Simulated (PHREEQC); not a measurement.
Solution (20 °C): 22 mmol/kgw AlCl3. Closed to the air; pH follows from the charge balance.

Model: ion-association model, phreeqc.dat, run in PHREEQC.

```tsv
quantity	before	after
pH	3.62	4.02
AlOH+2 (mol/kgw)	0.000288	9.90e-5
Al(OH)2+ (mol/kgw)	2.78e-6	3.69e-6
Al(OH)3 (mol/kgw)	8.74e-10	3.44e-9
SI of Gibbsite (Al(OH)3)	+0.00	+0.59
```

Name the change that produced these shifts.
(A) AlCl3 from 0.022 to 0.0044 mol/kgw
(B) temperature from 20 to 75 °C
(C) AlCl3 from 0.022 to 0.0022 mol/kgw
(D) AlCl3 from 0.022 to 0.0242 mol/kgw

C, AlCl3 from 0.022 to 0.0022 mol/kgw

This is a speciation only: nothing precipitates in the calculation. Some of these states are supersaturated (in Gibbsite (slow to form), for instance).
